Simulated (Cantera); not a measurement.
Charge: 1 mol BCl3, 5.9 mol O2, 25 mol H2, at 1425 °C and 1.00 bar.

These are equilibrium values from Cantera (NASA tables, ideal gas, pure condensed phases), not measurements of a reactor. Candidate condensed phases: B, B2O3, B3O3H3, H2O; 33 gas species. The tables' values for BOCl are old estimates; treat these amounts as uncertain. Gases not in the tables: H3BO3. Kinetics and transport are ignored.

Base state: H2 0.489, H2O 0.363, HCl 0.111, HBO2 0.0362, B2O3 0.000216, H 0.000101, (HBO2)3 9.81e-5, HBO 7.86e-5 (mole fractions); condensed: gas only.

Task: What changes in the equilibrium state with this change: temperature from 1425 °C to 877 °C?

Result: 
```csv
species,before,after
H2,0.489,0.499
H2O,0.363,0.384
HCl,0.111,0.113
HBO2,0.0362,0.000245
(HBO2)3,9.81e-5,0.00338
B2O3,0.000216,1.66e-9
HBO,7.86e-5,1.01e-8
BOCl,2.01e-5,4.89e-9
H,0.000101,5.27e-8
"B2O3(l), mol",0,0.363
```
